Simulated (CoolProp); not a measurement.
n-hexane at 293.15 K and 0.00705 MPa is compressed adiabatically to 0.0206 MPa with isentropic efficiency 0.8. Each further row changes one setting.

Computed with CoolProp (reference Helmholtz-energy equation of state, Thol 2019).

```json
[
 {"case": "as stated", "work (kJ/kg)": "…", "final temperature (K)": "…", "final density (kg/m³)": "…"},
 {"case": "efficiency 1", "work (kJ/kg)": "31.0", "final temperature (K)": "312.2", "final density (kg/m³)": "0.693"},
 {"case": "efficiency 0.65", "work (kJ/kg)": "47.7", "final temperature (K)": "…", "final density (kg/m³)": "0.672"}
]
```

Fill in the missing entries.


- as stated, work (kJ/kg): 38.8
- as stated, final temperature (K): 316.6
- as stated, final density (kg/m³): 0.683
- efficiency 0.65, final temperature (K): 321.7
